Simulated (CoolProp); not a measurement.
Saturation properties of octamethyltrisiloxane (MDM).

The numbers come from the reference Helmholtz-energy equation of state, Thol 2017 in CoolProp.

| T (°C) | p (kPa) | liquid cp (kJ/(kg K)) | vapour Z |
|---|---|---|---|
| 119.55 | 39.01 | 2.022 | 0.9627 |
| 127.85 | 50.57 | 2.044 | 0.9550 |
| 136.05 | 64.49 | 2.066 | 0.9463 |
| 144.25 | 81.26 | 2.089 | 0.9366 |
| 152.45 | 101.2 | 2.112 | 0.9257 |
| 160.75 | 125.2 | 2.136 | 0.9135 |
| 168.95 | 152.8 | 2.160 | 0.9001 |
| 177.15 | 185.0 | 2.185 | 0.8854 |
| 185.35 | 222.1 | 2.210 | 0.8693 |
| 193.65 | 265.2 | 2.238 | 0.8514 |
| 201.85 | 313.6 | 2.266 | 0.8321 |
| 210.05 | 368.5 | 2.297 | 0.8109 |
| 218.25 | 430.4 | 2.331 | 0.7878 |
| 226.45 | 499.9 | 2.368 | 0.7623 |

It boils at 152.5 °C under 1 atm.
